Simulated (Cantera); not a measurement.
Cantera with NASA thermochemical tables; ideal gases at 1 bar, condensed phases pure. Values are per mole of reaction as written; species without (g) are pure solids or liquids, kept so even where they would boil at 1 bar.

SiH2(g) → H2(g) + Si, with ΔH° = -245.3 kJ and ΔS° = -58.0 J/K at 300 K.

Question: How far is the shortcut ΔG° ≈ ΔH°(300 K) − T·ΔS°(300 K) from the full temperature-dependent value at 2498, 2548, 2598, 2648, 2698, 2748 K?

Answer: 
```json
[
 {"T (K)": "2498", "shortcut (kJ)": "-100.5", "full (kJ)": "-143.2", "difference (kJ)": "42.7", "difference in log10 K": "-0.89", "condensed phases": "Si(l)"},
 {"T (K)": "2548", "shortcut (kJ)": "-97.6", "full (kJ)": "-142.3", "difference (kJ)": "44.7", "difference in log10 K": "-0.92", "condensed phases": "Si(l)"},
 {"T (K)": "2598", "shortcut (kJ)": "-94.7", "full (kJ)": "-141.4", "difference (kJ)": "46.7", "difference in log10 K": "-0.94", "condensed phases": "Si(l)"},
 {"T (K)": "2648", "shortcut (kJ)": "-91.8", "full (kJ)": "-140.5", "difference (kJ)": "48.7", "difference in log10 K": "-0.96", "condensed phases": "Si(l)"},
 {"T (K)": "2698", "shortcut (kJ)": "-88.9", "full (kJ)": "-139.7", "difference (kJ)": "50.8", "difference in log10 K": "-0.98", "condensed phases": "Si(l)"},
 {"T (K)": "2748", "shortcut (kJ)": "-86.0", "full (kJ)": "-138.8", "difference (kJ)": "52.8", "difference in log10 K": "-1.00", "condensed phases": "Si(l)"}
]
```
The shortcut ignores heat capacities and the phase changes listed.
